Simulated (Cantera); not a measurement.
A freely propagating, adiabatic, planar premixed flame of C₃H₈ : O₂ : N₂ = 1 : 6.25 : 23.5 (molar parts), unburnt at 425 K and 1000000 Pa; mixture-averaged transport, grid criteria slope 0.08 and curve 0.16, no radiation.

Computed with Cantera and GRI-Mech 3.0 (53 species, 325 reactions). GRI-Mech 3.0 was tuned for natural gas; its chemistry of propane as a main component is partial and can be far from experiment. Burning velocities carry a grid error of a few per cent, more on coarse grids.

x: mole fraction of selected species; z is measured from the peak of heat release.

```tsv
z (mm)	T (K)	u (m/s)	x C₃H₈	x O₂	x C₂H	x HCN	x C₂H₂	x NO₂
-0.193	425	0.310	0.0325	0.203	<1e-8	<1e-8	2.77e-8	<1e-8
-0.129	430	0.314	0.0325	0.203	<1e-8	<1e-8	5.01e-7	<1e-8
-0.0967	445	0.325	0.0324	0.201	<1e-8	<1e-8	2.35e-6	3.81e-8
-0.0644	528	0.389	0.0317	0.193	<1e-8	1.51e-8	1.73e-5	2.43e-7
-0.0322	[?]	0.694	[?]	[?]	<1e-8	[?]	[?]	[?]
-0.0161	1310	1.00	0.00972	0.115	<1e-8	2.41e-7	0.000273	5.59e-7
0	1704	1.31	0.000295	0.0739	2.66e-7	4.21e-7	0.000364	8.56e-8
0.0161	1895	1.45	1.02e-7	0.0541	1.39e-7	3.20e-7	3.98e-5	4.02e-8
0.0322	1983	1.51	<1e-8	0.0471	<1e-8	1.15e-7	1.11e-6	4.91e-8
0.0644	2068	1.57	<1e-8	0.0419	<1e-8	1.47e-8	<1e-8	6.22e-8
0.129	2125	1.61	<1e-8	0.0392	<1e-8	<1e-8	<1e-8	6.66e-8
0.258	2150	1.62	<1e-8	0.0382	<1e-8	<1e-8	<1e-8	5.52e-8
0.516	2156	1.63	<1e-8	0.0380	<1e-8	<1e-8	<1e-8	5.57e-8
```

Q: What belongs in the gaps?

A: 
- -0.0322, T (K): 925
- -0.0322, x C₃H₈: 0.0234
- -0.0322, x O₂: 0.154
- -0.0322, x HCN: 1.13e-7
- -0.0322, x C₂H₂: 0.000127
- -0.0322, x NO₂: 9.03e-7
